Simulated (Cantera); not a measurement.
Hydrocarbon pyrolysis for carbon deposition

A perfectly stirred reactor is fed with 1.33 % C₂H₆, 98.7 % H₂, at 2670 Pa; it is held at 1000 K, and followed from long to short residence time.

Model: GRI-Mech 3.0 (53 species, 325 reactions), integrated in Cantera. GRI-Mech 3.0 stops at C3 and has no aromatics, soot or wall deposition, so with more carbon than oxygen in the feed, carbon stays in small species such as C2H2 where larger ones or solid carbon would form. Radical loss at walls, strong at low pressure, is not modelled.

```tsv
τ (s)	x C₂H₆	x H₂	x C₂H₂	x CH₄	x C₂H	x C₂H₄
8.0	0.00527	0.986	5.99e-5	0.00142	<1e-12	0.00719
2.4	0.00901	0.986	1.05e-5	0.000659	<1e-12	0.00393
0.70	0.0119	0.987	8.46e-7	0.000170	<1e-12	0.00129
0.21	0.0131	0.987	2.60e-8	1.84e-5	<1e-12	0.000238
0.061	0.0133	0.987	2.63e-10	1.12e-6	<1e-12	2.41e-5
0.018	0.0133	0.987	2.16e-12	1.78e-7	<1e-12	2.11e-6
0.0053	0.0133	0.987	<1e-12	4.69e-8	<1e-12	1.74e-7
0.0016	0.0133	0.987	<1e-12	1.27e-8	<1e-12	1.35e-8
0.00046	0.0133	0.987	<1e-12	2.69e-9	<1e-12	6.96e-10
0.00014	0.0133	0.987	<1e-12	4.46e-10	<1e-12	2.33e-11
```
x: mole fraction; the columns are a selection and need not sum to one.
